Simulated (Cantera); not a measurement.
## toluene + H2 (carbon deposition, reforming and gasification)

Input: 1 mol toluene, 0.58 mol H2, held at 1798.15 K and 1900000 Pa.

These are equilibrium values from Cantera (NASA tables, ideal gas, pure condensed phases), not measurements of a reactor. Candidate condensed phases: C, C6H6, C7H8, C8H18; 76 gas species. Kinetics and transport are ignored.

```json
{
  "x(H2)": "0.985",
  "x(CH4)": "0.0143",
  "x(C2H2 (acetylene))": "0.000170",
  "x(H)": "8.03e-5",
  "x(C2H4)": "7.55e-5",
  "x(CH3)": "2.35e-5",
  "x(C2H6)": "1.86e-6",
  "n(C(graphite))": "6.93 mol",
  "gas_amount": "4.515 mol"
}
```
